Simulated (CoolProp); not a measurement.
Saturated liquid density (kg/m³) of carbon dioxide: the reference equation beside estimates from Tc = 31.0 °C, pc = 7.377 MPa, ω = 0.224.

The numbers come from the reference Helmholtz-energy equation of state, Span 1996 in CoolProp.

| T (°C) | reference | van der Waals | Redlich-Kwong | Soave-Redlich-Kwong | Peng-Robinson |
|---|---|---|---|---|---|
| -39.95 | 1116 | 687.2 | 980.9 | 1021 | 1158 |
| -37.95 | 1108 | 682.3 | 972.1 | 1012 | 1148 |
| -35.85 | 1100 | 677.1 | 962.8 | 1003 | ___ |
| -33.85 | 1092 | 672.1 | 953.7 | 993.7 | 1128 |
| -31.85 | 1083 | 667.0 | 944.5 | ___ | 1117 |
| -29.75 | 1075 | 661.5 | 934.6 | ___ | 1106 |
| -27.75 | 1066 | 656.2 | 925.1 | 965.1 | 1095 |
| -25.65 | 1057 | 650.5 | 914.8 | 954.8 | 1084 |
| -23.65 | 1048 | 645.0 | 904.9 | 944.8 | 1072 |
| -21.65 | 1039 | ___ | 894.8 | 934.5 | 1061 |
| -19.55 | 1030 | 633.4 | 883.9 | 923.5 | 1048 |
| -17.55 | 1020 | 627.5 | 873.4 | 912.7 | 1036 |
| -15.45 | 1010 | 621.2 | 862.0 | 901.1 | 1023 |
| -13.45 | 1000 | ___ | 851.0 | 889.8 | 1010 |

Task: Fill in the missing entries.

Result: 
- -35.85, Peng-Robinson: 1138
- -31.85, Soave-Redlich-Kwong: 984.5
- -29.75, Soave-Redlich-Kwong: 974.7
- -21.65, van der Waals: 639.4
- -13.45, van der Waals: 615.1

Absolute difference from the reference over all 14 rows, mean and median: van der Waals 38.5 and 38.5 %, Redlich-Kwong 13.4 and 13.3 %, Soave-Redlich-Kwong 9.7 and 9.6 %, Peng-Robinson 2.5 and 2.6 %.
